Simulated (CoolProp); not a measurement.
Aqueous potassium carbonate as a coolant, at 29 °C, 1 atm.

The numbers come from the Melinder's fits for secondary coolants in CoolProp.

| mass % | freezing point (°C) | Prandtl number | cp (kJ/(kg K)) | density (kg/m³) | conductivity (W/(m K)) |
|---|---|---|---|---|---|
| 6 | -2.0 | 5.98 | 3.874 | 1050 | 0.608 |
| 8.4 | -3.0 | 6.25 | 3.774 | 1072 | 0.605 |
| 10.8 | -4.0 | 6.55 | 3.679 | 1095 | 0.603 |
| 13.2 | -5.0 | 6.88 | 3.586 | 1118 | 0.600 |
| 15.7 | -6.3 | 7.26 | 3.489 | 1143 | 0.598 |
| 18.1 | -7.6 | 7.66 | 3.395 | 1167 | 0.596 |
| 20.5 | -9.1 | 8.11 | 3.303 | 1191 | 0.593 |
| 22.9 | -11.0 | 8.62 | 3.212 | 1216 | 0.591 |
| 25.3 | -13.1 | 9.22 | 3.126 | 1242 | 0.589 |
| 27.7 | -15.7 | 9.94 | 3.045 | 1268 | 0.586 |
| 30.2 | -18.9 | 10.8 | 2.968 | 1296 | 0.583 |
